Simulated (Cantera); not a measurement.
Charge: 1 mol SiCl4, 0.47 mol O3, 4.4 mol H2, at 100000 Pa.

Cantera equilibrium calculation (NASA polynomials, part measured and part estimated; ideal gas, pure solids and liquids). Candidate condensed phases: H2O, Si, SiO2; 30 gas species. The tables' values for SiCl3 are old estimates; treat these amounts as uncertain. The tables hold silica as quartz up to 1696 K and as liquid above; real silica turns to tridymite and cristobalite and melts near 1996 K. Equilibrium is a limit: real reactors are often held back by kinetics, nucleation or transport.

log p: log10 of the partial pressure in bar; n: condensed amount in mol.

| T (K) | log p H2 | log p HCl | log p SiCl4 | log p SiCl3 | log p SiCl2 | n SiO2(β-quartz) |
|---|---|---|---|---|---|---|
| 875 | -0.31 | -0.34 | -1.32 | -6.36 | -9.63 | 0.705 |
| 975 | -0.31 | -0.34 | -1.32 | -5.28 | -7.80 | 0.705 |
| 1075 | -0.31 | -0.33 | -1.32 | -4.42 | -6.32 | 0.705 |
| 1175 | -0.31 | -0.33 | -1.33 | -3.71 | [?] | 0.705 |
| 1275 | -0.31 | -0.33 | -1.34 | -3.12 | -4.08 | 0.705 |
| 1375 | -0.31 | -0.33 | -1.37 | -2.64 | -3.25 | 0.705 |
| 1475 | -0.32 | -0.32 | [?] | -2.27 | [?] | 0.705 |
| 1575 | -0.33 | -0.31 | -1.57 | -2.04 | -2.09 | 0.704 |

Q: What belongs in the gaps?

A: 
- 1175, log p SiCl2: -5.10
- 1475, log p SiCl4: -1.44
- 1475, log p SiCl2: -2.58
